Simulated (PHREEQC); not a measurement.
**Brine (model solution)**

Make-up at 34 °C: 3.6 mol KBr, 0.19 mol Na2SO4 and 2.6 mol LiCl per kg of water. Closed to the air; pH follows from the charge balance.

Model: Pitzer model, pitzer.dat, run in PHREEQC.

* **ionic strength**: 6.77 mol/kgw
* **activity of water**: 0.717
* **density**: 1.299 g/cm³
* **osmotic coefficient**: 1.425

| species | molality | activity | log γ |
|---|---|---|---|
| Br- | 3.60 | 2.83 | -0.105 |
| K+ | 3.60 | 4.56 | 0.103 |
| Cl- | 2.60 | 1.67 | -0.193 |
| Li+ | 2.60 | 16.9 | 0.812 |
| Na+ | 0.380 | 0.766 | 0.305 |
| SO4-2 | 0.190 | 0.00137 | -2.143 |
| OH- | 2.86e-7 | 6.03e-8 | -0.677 |
| HSO4- | 2.55e-7 | 3.89e-8 | -0.817 |
| H+ | 3.12e-8 | 2.32e-7 | 0.872 |

No solid was allowed to form. The solution is supersaturated, for example in Arcanite, so a real one may precipitate; this is no full list.
